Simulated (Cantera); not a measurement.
Standard-state values (1 bar) from the NASA 1993 polynomials, evaluated with Cantera. Values are per mole of reaction as written; species without (g) are pure solids or liquids, kept so even where they would boil at 1 bar.

BCl3(g) → 3 Cl(g) + B, with ΔH° = 766.9 kJ and ΔS° = 211.3 J/K at 300 K.

Q: How far is the shortcut ΔG° ≈ ΔH°(300 K) − T·ΔS°(300 K) from the full temperature-dependent value at 1500, 1650, 1800, 1950, 2100, 2250 K?

A: 
```
T (K)  shortcut (kJ)  full (kJ)  difference (kJ)  difference in log10 K
-----  -------------  ---------  ---------------  ---------------------
1500           449.9      433.2             16.8                  -0.58
1650           418.2      398.2             20.0                  -0.63
1800           386.5      363.1             23.5                  -0.68
1950           354.8      327.8             27.0                  -0.72
2100           323.1      292.4             30.7                  -0.76
2250           291.4      256.9             34.5                  -0.80
```
The shortcut ignores the heat-capacity change of the reaction.
